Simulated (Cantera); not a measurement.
An isothermal, constant-pressure homogeneous reactor starts with 20.7 % H2, 12.2 % O2, 67.1 % N2, at 975 K and 143 Torr.

Detailed kinetics in Cantera: the H2/O2 subset of GRI-Mech 3.0, which has no nitrogen chemistry. The temperature is held fixed by assumption; the heat of reaction is taken as removed at once.

x: mole fraction; the columns are a selection and need not sum to one.

```json
[
 {"t (s)": "4.00e-5", "x H2": "0.207", "x O2": "0.122", "x H": "8.08e-11", "x H2O": "2.41e-11", "x H2O2": "<1e-12", "x O": "7.21e-12"},
 {"t (s)": "8.66e-5", "x H2": "0.207", "x O2": "0.122", "x H": "2.57e-10", "x H2O": "1.67e-10", "x H2O2": "<1e-12", "x O": "2.67e-11"},
 {"t (s)": "0.000188", "x H2": "0.207", "x O2": "0.122", "x H": "1.52e-9", "x H2O": "1.66e-9", "x H2O2": "<1e-12", "x O": "1.66e-10"},
 {"t (s)": "0.000406", "x H2": "0.207", "x O2": "0.122", "x H": "4.41e-8", "x H2O": "5.88e-8", "x H2O2": "1.79e-11", "x O": "___"},
 {"t (s)": "0.000880", "x H2": "0.207", "x O2": "0.122", "x H": "6.01e-5", "x H2O": "8.57e-5", "x H2O2": "2.75e-8", "x O": "___"},
 {"t (s)": "0.00191", "x H2": "0.0211", "x O2": "0.0331", "x H": "0.0143", "x H2O": "0.197", "x H2O2": "1.28e-6", "x O": "___"},
 {"t (s)": "0.00413", "x H2": "0.00331", "x O2": "0.0220", "x H": "0.000513", "x H2O": "0.227", "x H2O2": "1.26e-6", "x O": "___"},
 {"t (s)": "0.00894", "x H2": "0.00110", "x O2": "0.0209", "x H": "4.38e-5", "x H2O": "0.230", "x H2O2": "9.18e-7", "x O": "___"},
 {"t (s)": "0.0194", "x H2": "0.000447", "x O2": "0.0206", "x H": "7.13e-6", "x H2O": "0.231", "x H2O2": "6.95e-7", "x O": "___"},
 {"t (s)": "0.0420", "x H2": "0.000185", "x O2": "0.0205", "x H": "1.33e-6", "x H2O": "0.231", "x H2O2": "4.63e-7", "x O": "___"},
 {"t (s)": "0.0909", "x H2": "7.67e-5", "x O2": "0.0204", "x H": "2.53e-7", "x H2O": "0.231", "x H2O2": "2.20e-7", "x O": "___"},
 {"t (s)": "0.197", "x H2": "3.09e-5", "x O2": "0.0204", "x H": "4.99e-8", "x H2O": "0.231", "x H2O2": "6.77e-8", "x O": "___"},
 {"t (s)": "0.426", "x H2": "1.13e-5", "x O2": "0.0204", "x H": "9.75e-9", "x H2O": "0.231", "x H2O2": "1.54e-8", "x O": "___"},
 {"t (s)": "0.923", "x H2": "3.33e-6", "x O2": "0.0204", "x H": "1.73e-9", "x H2O": "0.231", "x H2O2": "3.74e-9", "x O": "___"},
 {"t (s)": "2.00", "x H2": "5.85e-7", "x O2": "0.0204", "x H": "2.20e-10", "x H2O": "0.231", "x H2O2": "1.49e-9", "x O": "___"}
]
```

Task: What belongs in the gaps?

Result: 
- 0.000406, x O: 4.88e-9
- 0.000880, x O: 6.63e-6
- 0.00191, x O: 0.00143
- 0.00413, x O: 0.000147
- 0.00894, x O: 2.80e-5
- 0.0194, x O: 7.09e-6
- 0.0420, x O: 1.76e-6
- 0.0909, x O: 4.07e-7
- 0.197, x O: 9.15e-8
- 0.426, x O: 2.07e-8
- 0.923, x O: 5.00e-9
- 2.00, x O: 1.58e-9
